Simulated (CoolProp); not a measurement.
A Linde-Hampson liquefier for dry air: isothermal reversible compression at 280 K from 1 atm to 5 MPa, throttling to 1 atm, return gas leaving the recuperator 0 K below the feed. Each further row changes one setting.

Model: reference Helmholtz-energy equation of state, Lemmon 2000, in CoolProp. It is a pseudo-pure fit of the blend.

| case | liquid yield per pass | compression work (kJ/kg of gas) |
|---|---|---|
| as stated | 0.030 | 312 |
| high pressure 10 MPa | 0.058 | 366 |
| warm-end temperature 310 K | 0.022 | 346 |
| warm-end gap 5 K | 0.018 | 312 |
